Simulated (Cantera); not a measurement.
Feed: 1 mol AlN, 0.58 mol Cl₂, at 1125 K and 110000 Pa.

Method: chemical equilibrium by Gibbs-energy minimisation in Cantera with the NASA 1993 tables (ideal gas, pure condensed phases). Candidate condensed phases: Al, AlCl₃, AlN; 11 gas species. The tables' values for AlCl₂ are old estimates; treat these amounts as uncertain. Rates play no part.

Base state: AlCl₃ 0.653, N₂ 0.337, Al₂Cl₆ 0.0102, AlCl₂ 1.85e-5 (mole fractions); condensed: AlN(s).

Q: What changes in the equilibrium state with this change: pressure from 110000 Pa to 1000 Pa?

A: 
```tsv
species	before	after
AlCl₃	0.653	0.666
N₂	0.337	0.333
AlCl₂	1.85e-5	0.000197
Al₂Cl₆	0.0102	9.62e-5
AlN(s), mol	0.613	0.613
```

Q: What changes in the equilibrium state with this change: pressure from 110000 Pa to 990000 Pa?

A: 
```
species       before    after
-----------  -------  -------
AlCl₃          0.653    0.573
N₂             0.337    0.357
Al₂Cl₆        0.0102   0.0704
AlCl₂        1.85e-5  5.59e-6
AlN(s), mol    0.613    0.613
```
